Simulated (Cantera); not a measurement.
Mixture: 11.6 % CH3OH, 23.3 % O2, 65.1 % N2, at 64000 Pa, adiabatic and at constant pressure. Ignition delay is the time to a rise of 400 K.

Detailed kinetics in Cantera: GRI-Mech 3.0 (53 species, 325 reactions). GRI-Mech 3.0 was tuned for natural gas; its chemistry of methanol as a main component is partial and can be far from experiment.

### Question
Predict: delay at 1198 K; delay at 1298 K; delay at 1398 K; delay at 1498 K; delay at 1598 K; apparent activation energy between 1548 and 1648 K.

### Answer
```json
{
 "delay at 1198 K": "14.7 ms",
 "delay at 1298 K": "3.30 ms",
 "delay at 1398 K": "0.957 ms",
 "delay at 1498 K": "0.345 ms",
 "delay at 1598 K": "0.148 ms",
 "apparent activation energy between 1548 and 1648 K": "160 kJ/mol"
}
```
